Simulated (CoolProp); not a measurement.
Vapour-liquid equilibrium of carbon dioxide (1) + CHF3 (R23) (2) at -24.35 °C; x and y are mole fractions of (1).

Model: multi-fluid Helmholtz-energy mixture model, Span 1996 and Penoncello 2003; pair parameters Bell 2016, in CoolProp.

```
x     bubble pressure (MPa)  y at the bubble point  dew pressure at overall composition x (MPa)  liquid density (mol/L)
----  ---------------------  ---------------------  -------------------------------------------  ----------------------
0.05                  1.249                  0.070                                        1.239                   17.24
0.15                  1.317                  0.200                                        1.291                   17.74
0.25                  1.383                  0.318                                        1.345                   18.27
0.35                  1.445                  0.425                                        1.401                   18.84
0.45                  1.502                  0.524                                        1.459                   19.45
0.55                  1.555                  0.615                                        1.518                   20.11
0.65                  1.602                  0.702                                        1.574                   20.83
0.75                  1.644                  0.786                                        1.626                   21.61
0.85                  1.679                  0.870                                        1.671                   22.46
0.95                  1.707                  0.955                                        1.705                   23.39
```

No azeotrope shows between x = 0.05 and 0.95.

The pair parameters rest on a limited set of measurements; away from them the model extrapolates.
